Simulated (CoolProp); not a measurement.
The fluid at 293.15 K and 0.156 MPa is throttled through a valve to 0.0861 MPa with no heat exchange. The same conditions are run with several fluids, on thermodynamics alone (safety and materials aside).

Computed with CoolProp (reference Helmholtz-energy equation of state of each fluid (C3F8 (R218): Lemmon 2006; R407C: Lemmon 2003; R227EA: Lemmon 2016; R143a: Lemmon and Jacobsen 2000; propylene: Lemmon 2013)). Blends and air are pseudo-pure fits.

```tsv
fluid	temperature change (K)	final density (kg/m³)
C3F8 (R218)	-1.0	6.80
R407C	-1.5	3.11
R227EA	-1.4	6.19
R143a	-1.4	3.03
propylene	-1.3	1.51
```
